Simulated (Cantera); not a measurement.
Source: NASA polynomial tables (part measured, part estimated), evaluated in Cantera. Values are per mole of reaction as written; species without (g) are pure solids or liquids, kept so even where they would boil at 1 bar.

**Question.** Between 373 and 823 K, where is each reaction favourable under standard conditions?
- FeSO4 → SO3(g) + O(g) + Fe

**Answer.** 
- FeSO4 → SO3(g) + O(g) + Fe: ΔG° is 661 kJ at 373 K and 519 kJ at 823 K; it stays positive (K < 1). ΔH° is 775 kJ and ΔS° 311 J/K at 823 K.
